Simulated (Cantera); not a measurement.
Cantera run, input and output.

```python
import numpy as np
import cantera as ct

gas = ct.Solution("gri30.yaml")
gas.TPX = 1050, 860, {'N2O': 1, 'O2': 0.61}
reactor = ct.IdealGasConstPressureReactor(gas, energy="off", clone=False)
net = ct.ReactorNet([reactor])
net.rtol, net.atol = 1e-08, 1e-18
show = ['N2O', 'O2', 'N2', 'O', 'NO']
times = np.geomspace(5e-06, 200, 14)

steps = ct.SolutionArray(gas, extra=["t"])
rows = []
print(f"{'t/s':>10s}{'T/K':>9s}{'P/Pa':>11s}" + "".join(f"{s:>11s}" for s in show))
for t in times:
    while net.time < t:
        t_next = net.step()
        steps.append(gas.state, t=t_next)
    rows.append([np.interp(t, steps.t, y) for y in (steps.T, steps.P, *steps(*show).X.T)])
    print(f"{t:10.3e}{rows[-1][0]:9.1f}{rows[-1][1]:11.4g}" + "".join(f"{x:11.3e}" for x in rows[-1][2:]))
rate = np.gradient(steps.T, steps.t)
print("integrator steps:", len(steps.t))
if steps.T.max() > steps.T[0] + 200:
    print(f"time of steepest temperature rise: {steps.t[rate.argmax()]:.4e} s")
gas.TPX = 1050, 860, {'N2O': 1, 'O2': 0.61}
gas.equilibrate("TP")
print(f"equilibrium (TP): T = {gas.T:.1f} K  " + "  ".join(f"{s} {gas[s].X[0]:.3e}" for s in show))
```

Result:

```
       t/s      T/K       P/Pa        N2O         O2         N2          O         NO
 5.000e-06   1050.0        860  6.211e-01  3.789e-01  3.170e-10  3.162e-10  4.312e-14
 1.922e-05   1050.0        860  6.211e-01  3.789e-01  1.223e-09  1.211e-09  6.377e-13
 7.388e-05   1050.0        860  6.211e-01  3.789e-01  4.762e-09  4.590e-09  9.318e-12
 2.840e-04   1050.0        860  6.211e-01  3.789e-01  1.916e-08  1.674e-08  1.321e-10
 1.092e-03   1050.0        860  6.211e-01  3.789e-01  8.436e-08  5.303e-08  1.705e-09
 4.196e-03   1050.0        860  6.211e-01  3.789e-01  4.134e-07  1.098e-07  1.653e-08
 1.613e-02   1050.0        860  6.211e-01  3.789e-01  1.871e-06  1.245e-07  9.505e-08
 6.200e-02   1050.0        860  6.211e-01  3.789e-01  7.526e-06  1.245e-07  4.029e-07
 2.383e-01   1050.0        860  6.211e-01  3.789e-01  2.926e-05  1.245e-07  1.586e-06
 9.161e-01   1050.0        860  6.210e-01  3.789e-01  1.128e-04  1.245e-07  6.134e-06
 3.521e+00   1050.0        860  6.205e-01  3.790e-01  4.338e-04  1.245e-07  2.360e-05
 1.354e+01   1050.0        860  6.189e-01  3.794e-01  1.665e-03  1.245e-07  9.061e-05
 5.203e+01   1050.0        860  6.126e-01  3.807e-01  6.360e-03  1.245e-07  3.461e-04
 2.000e+02   1050.0        860  5.890e-01  3.858e-01  2.386e-02  1.245e-07  1.299e-03
integrator steps: 477
equilibrium (TP): T = 1050.0 K  N2O 3.673e-10  O2 5.260e-01  N2 4.739e-01  O 5.264e-09  NO 6.518e-05
```

Model: GRI-Mech 3.0 (53 species, 325 reactions), integrated in Cantera. GRI-Mech 3.0 was tuned for natural gas; its chemistry of N2O as a main component is partial and can be far from experiment. Radical loss at walls, strong at low pressure, is not modelled. The mechanism lacks the step 2 NO + O2 → 2 NO2, which can matter for NO2 below about 1400 K. The temperature is held fixed by assumption; the heat of reaction is taken as removed at once.
